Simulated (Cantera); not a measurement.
An isothermal, constant-pressure homogeneous reactor starts with CH4 : CO2 : H2 = 1 : 3.1 : 0.22 (molar parts), at 1398 K and 0.590 bar. Integrator tolerance rtol = 1e-08.

Detailed kinetics in Cantera: GRI-Mech 3.0 (53 species, 325 reactions).

Task: What does this change do: H2 0.22 to 1.1 parts?

Result: 
```
quantity                                              before                                     after
------------------  ----------------------------------------  ----------------------------------------
x(CH4) at 7.00 s       0.112 (gas-phase equilibrium 1.25e-7)     0.107 (gas-phase equilibrium 2.83e-7)
x(CO2) at 7.00 s         0.502 (gas-phase equilibrium 0.176)       0.348 (gas-phase equilibrium 0.127)
x(H2) at 7.00 s         0.0501 (gas-phase equilibrium 0.195)      0.0989 (gas-phase equilibrium 0.266)
x(CO) at 7.00 s          0.148 (gas-phase equilibrium 0.473)       0.209 (gas-phase equilibrium 0.443)
x(CH2CO) at 7.00 s  1.72e-5 (gas-phase equilibrium 2.38e-12)  1.20e-5 (gas-phase equilibrium 3.69e-12)
```
